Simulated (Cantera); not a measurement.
Input: 1 mol MgO, 0.34 mol H₂S, 1.2 mol O₂, equilibrated at 1 atm.

Equilibrium computed with Cantera from the NASA thermochemical tables; the gas is ideal and each condensed phase is pure. Candidate condensed phases: H₂O, H₂SO₄, Mg, MgO, Mg(OH)₂, MgS, MgSO₄, S; 26 gas species. Mutual solubility and eutectic melting of coexisting phases are not modelled. Kinetics and transport are ignored.

log p: log10 of the partial pressure in bar; n: condensed amount in mol.

```tsv
T (K)	log p O₂	log p H₂O	log p SO₂	log p SO₃	log p OH	n MgO(s)	n MgSO₄(s)
998	-0.21	-0.40	-5.48	-5.32	…	0.660	0.340
1073	-0.21	-0.40	-4.11	-4.31	…	0.660	0.340
1148	-0.21	-0.40	-2.93	-3.44	…	0.661	0.339
1223	-0.22	-0.41	-1.90	-2.68	…	0.673	0.327
1298	-0.25	-0.48	-0.98	-2.01	…	0.777	0.223
1373	-0.29	-0.60	-0.62	-1.89	…	1.00	0
1448	-0.29	-0.60	-0.61	-2.07	…	1.00	0
1523	-0.29	-0.60	-0.61	-2.23	…	1.00	0
1598	-0.29	-0.60	-0.61	-2.38	…	1.00	0
1673	-0.29	-0.60	-0.60	-2.52	…	1.000	0
1748	-0.29	-0.60	-0.60	-2.65	…	1.000	0
1823	-0.29	-0.60	-0.60	-2.76	…	1.000	0
1898	-0.29	-0.60	-0.60	-2.87	…	1.000	0
```

Task: What belongs in the gaps?

Result: 
- 998, log p OH: -6.54
- 1073, log p OH: -5.94
- 1148, log p OH: -5.43
- 1223, log p OH: -4.98
- 1298, log p OH: -4.62
- 1373, log p OH: -4.33
- 1448, log p OH: -4.01
- 1523, log p OH: -3.72
- 1598, log p OH: -3.46
- 1673, log p OH: -3.22
- 1748, log p OH: -3.01
- 1823, log p OH: -2.81
- 1898, log p OH: -2.62
